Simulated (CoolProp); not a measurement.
Properties of nitrogen along the isobar 0.66 MPa.

Values from CoolProp's reference Helmholtz-energy equation of state, Span 2000.

```json
[
 {"T (K)": "73.4", "phase": "liquid", "density (kg/m³)": "825.1", "cp (kJ/(kg K))": "2.020", "isothermal compressibility (1/MPa)": "0.002748", "viscosity (µPa s)": "191", "Prandtl number": "2.51"},
 {"T (K)": "90.6", "phase": "liquid", "density (kg/m³)": "743.1", "cp (kJ/(kg K))": "2.141", "isothermal compressibility (1/MPa)": "0.005520", "viscosity (µPa s)": "101", "Prandtl number": "1.82"},
 {"T (K)": "107.9", "phase": "gas", "density (kg/m³)": "23.23", "cp (kJ/(kg K))": "1.268", "isothermal compressibility (1/MPa)": "1.731", "viscosity (µPa s)": "7.80", "Prandtl number": "0.904"},
 {"T (K)": "125.1", "phase": "gas", "density (kg/m³)": "19.10", "cp (kJ/(kg K))": "1.164", "isothermal compressibility (1/MPa)": "1.635", "viscosity (µPa s)": "8.82", "Prandtl number": "0.832"},
 {"T (K)": "142.3", "phase": "gas", "density (kg/m³)": "16.38", "cp (kJ/(kg K))": "1.119", "isothermal compressibility (1/MPa)": "1.590", "viscosity (µPa s)": "9.83", "Prandtl number": "0.797"},
 {"T (K)": "159.6", "phase": "gas", "density (kg/m³)": "14.39", "cp (kJ/(kg K))": "1.095", "isothermal compressibility (1/MPa)": "1.565", "viscosity (µPa s)": "10.8", "Prandtl number": "0.777"},
 {"T (K)": "176.8", "phase": "gas", "density (kg/m³)": "12.86", "cp (kJ/(kg K))": "1.081", "isothermal compressibility (1/MPa)": "1.550", "viscosity (µPa s)": "11.8", "Prandtl number": "0.763"},
 {"T (K)": "194.1", "phase": "gas", "density (kg/m³)": "11.64", "cp (kJ/(kg K))": "1.071", "isothermal compressibility (1/MPa)": "1.539", "viscosity (µPa s)": "12.7", "Prandtl number": "0.753"},
 {"T (K)": "211.3", "phase": "gas", "density (kg/m³)": "10.64", "cp (kJ/(kg K))": "1.065", "isothermal compressibility (1/MPa)": "1.532", "viscosity (µPa s)": "13.6", "Prandtl number": "0.745"},
 {"T (K)": "228.6", "phase": "gas", "density (kg/m³)": "9.806", "cp (kJ/(kg K))": "1.060", "isothermal compressibility (1/MPa)": "1.527", "viscosity (µPa s)": "14.5", "Prandtl number": "0.739"},
 {"T (K)": "245.8", "phase": "gas", "density (kg/m³)": "9.098", "cp (kJ/(kg K))": "1.057", "isothermal compressibility (1/MPa)": "1.523", "viscosity (µPa s)": "15.4", "Prandtl number": "0.733"},
 {"T (K)": "263", "phase": "gas", "density (kg/m³)": "8.487", "cp (kJ/(kg K))": "1.054", "isothermal compressibility (1/MPa)": "1.521", "viscosity (µPa s)": "16.2", "Prandtl number": "0.729"},
 {"T (K)": "280.3", "phase": "gas", "density (kg/m³)": "7.952", "cp (kJ/(kg K))": "1.052", "isothermal compressibility (1/MPa)": "1.519", "viscosity (µPa s)": "17.1", "Prandtl number": "0.725"},
 {"T (K)": "297.5", "phase": "gas", "density (kg/m³)": "7.484", "cp (kJ/(kg K))": "1.051", "isothermal compressibility (1/MPa)": "1.517", "viscosity (µPa s)": "17.9", "Prandtl number": "0.722"}
]
```

Viscosity comes from a separate model (Lemmon 2004). Thermal conductivity comes from a separate model (Lemmon 2004).
